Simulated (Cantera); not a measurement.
A closed system holds: 1 mol Si, 0.51 mol Br₂, 86 mol N₂, equilibrated at 1177 °C and 66.0 mbar.

Method: chemical equilibrium by Gibbs-energy minimisation in Cantera with the NASA 1993 tables (ideal gas, pure condensed phases). Candidate condensed phases: Br₂, Si, Si₃N₄; 13 gas species. N₂ is the only nitrogen source here; it is nearly inert below about 1500 K, so the nitride shown seldom forms there in practice. The tables' values for SiBr₃ are old estimates; treat these amounts as uncertain. Equilibrium is a limit: real reactors are often held back by kinetics, nucleation or transport.

Base state: N₂ 0.994, SiBr₂ 0.00288, Br 0.00248, SiBr₄ 0.000676, SiBr₃ 0.000294 (mole fractions); condensed: Si₃N₄(s).

### Question
What changes in the equilibrium state with this change: Br₂ from 0.51 to 0.85 mol?

### Answer
| species | before | after |
|---|---|---|
| N₂ | 0.994 | 0.990 |
| SiBr₂ | 0.00288 | 0.00437 |
| Br | 0.00248 | 0.00305 |
| SiBr₄ | 0.000676 | 0.00155 |
| SiBr₃ | 0.000294 | 0.000548 |
| Br₂ | 7.88e-6 | 1.19e-5 |
| Si₃N₄(s), mol | 0.223 | 0.147 |
